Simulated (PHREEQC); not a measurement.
**Brine**

Dissolve 0.0021 mol NaBr, 0.0032 mol BaCl2 and 0.18 mol LiCl per kg of water at 25 °C. Closed to the air; pH follows from the charge balance.

Equilibrium calculation in PHREEQC: ion-association model, phreeqc.dat.

This is a speciation only: nothing precipitates in the calculation.

Problem. What activity of water does the model give?

Solution. activity of water 0.994.
